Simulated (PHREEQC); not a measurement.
0.42 g of hydrous ferric oxide (600 m²/g; 0.2 weak and 0.005 strong sites per Fe, Dzombak-Morel constants, diffuse double layer) in 1 kg of water with 0.1 mol/kgw of an inert sodium salt and 0.0017 mol Na2SO4 and 2.5e-06 mol NaF, at 25 °C; the pH is set by adding NaOH or the inert anion's acid. O2 is buffered at 0.21 atm. No CO2 enters from the air. No solid was allowed to form.

Computed with PHREEQC (ion-association model, wateq4f.dat).

```csv
pH,S sorbed (%),F sorbed (%),surface charge σ (C/m²),surface potential ψ (mV)
4,21.5,18.0,0.085,80
4.5,20.8,18.9,0.083,78
5,19.1,18.9,0.079,76
5.5,16.1,18.1,0.071,71
6,11.9,16.5,0.060,63
6.5,7.4,14.0,0.048,54
7,3.5,10.3,0.035,42
7.5,1.1,6.0,0.020,26
8,0.2,2.7,0.003,5
8.5,0.0,1.1,-0.014,-19
9,0.0,0.4,-0.035,-42
9.5,0.0,0.2,-0.061,-64
10,0.0,0.1,-0.095,-85
```
